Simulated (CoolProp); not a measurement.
Aqueous potassium formate as a coolant, at 9 °C, 1 atm.

The numbers come from the Melinder's fits for secondary coolants in CoolProp.

| mass % | freezing point (°C) | viscosity (mPa s) | density (kg/m³) | conductivity (W/(m K)) | Prandtl number |
|---|---|---|---|---|---|
| 4 | -1.8 | 1.44 | 1026 | 0.572 | 10.2 |
| 7.7 | -3.6 | 1.50 | 1049 | 0.566 | 10.4 |
| 11.5 | -5.8 | 1.57 | 1072 | 0.560 | 10.5 |
| 15.3 | -8.2 | 1.64 | 1095 | 0.553 | 10.7 |
| 19 | -10.9 | 1.73 | 1119 | 0.547 | 11.0 |
| 22.8 | -14.0 | 1.85 | 1144 | 0.541 | 11.5 |
| 26.6 | -17.5 | 1.98 | 1170 | 0.534 | 12.0 |
| 30.3 | -21.5 | 2.12 | 1196 | 0.527 | 12.5 |
| 34.1 | -26.2 | 2.27 | 1223 | 0.519 | 13.1 |
| 37.8 | -31.5 | 2.43 | 1250 | 0.510 | 13.9 |
| 41.6 | -37.7 | 2.64 | 1279 | 0.500 | 14.9 |
| 45.4 | -44.7 | 3.01 | 1309 | 0.489 | 16.8 |
